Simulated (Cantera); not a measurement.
Input: 1 mol BF3, a varied amount of H2O, equilibrated at 1800 °C and 0.133 bar.

These are equilibrium values from Cantera (NASA tables, ideal gas, pure condensed phases), not measurements of a reactor. Candidate condensed phases: B, B2O3, B3O3H3, H2O; 43 gas species. The tables' values for BF2 are old estimates; treat these amounts as uncertain. The numbers say what is thermodynamically allowed, not how fast it happens.

x: gas mole fraction; nothing condenses.

| n(H2O) (mol) | x HF | x H2O | x BF3 | x BOF | x HBO2 | x H2 | x O2 |
|---|---|---|---|---|---|---|---|
| 0.24 | 0.324 | 0.000230 | 0.513 | 0.162 | 4.71e-5 | 4.10e-5 | ___ |
| 0.81 | 0.604 | 0.00893 | 0.0849 | 0.299 | 0.00182 | 0.000709 | ___ |
| 1.4 | 0.597 | 0.101 | 0.00661 | 0.269 | 0.0187 | 0.00361 | ___ |
| 2 | 0.531 | 0.209 | 0.00199 | 0.211 | 0.0343 | 0.00585 | ___ |
| 2.5 | 0.485 | 0.281 | 0.00103 | 0.176 | 0.0421 | 0.00712 | ___ |
| 3.1 | 0.439 | 0.351 | 0.000552 | 0.145 | 0.0477 | 0.00826 | ___ |
| 3.7 | 0.401 | 0.408 | 0.000333 | 0.121 | 0.0508 | 0.00912 | 0.00363 |
| 4.2 | 0.374 | 0.448 | 0.000231 | 0.106 | 0.0522 | 0.00970 | 0.00387 |
| 4.8 | 0.347 | 0.489 | 0.000156 | 0.0911 | 0.0529 | 0.0103 | 0.00410 |
| 5.4 | 0.323 | 0.523 | 0.000110 | 0.0794 | 0.0529 | 0.0107 | 0.00430 |
| 5.9 | 0.305 | 0.549 | 8.44e-5 | 0.0712 | 0.0526 | 0.0111 | 0.00444 |
| 6.5 | 0.287 | 0.575 | 6.29e-5 | 0.0631 | 0.0520 | 0.0114 | 0.00458 |

Complete the blanks.


- 0.24, x O2: 5.66e-5
- 0.81, x O2: 0.000287
- 1.4, x O2: 0.00142
- 2, x O2: 0.00231
- 2.5, x O2: 0.00282
- 3.1, x O2: 0.00328
